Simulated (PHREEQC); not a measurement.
A solution holds 2.5 mol MgCl2 per kg of water, at 20 °C. Closed to the air; pH follows from the charge balance.

All values are PHREEQC results (Pitzer model, pitzer.dat), not measurements.

No solid was allowed to form.

Problem. What activity of water does the model give?

Solution. activity of water 0.785.
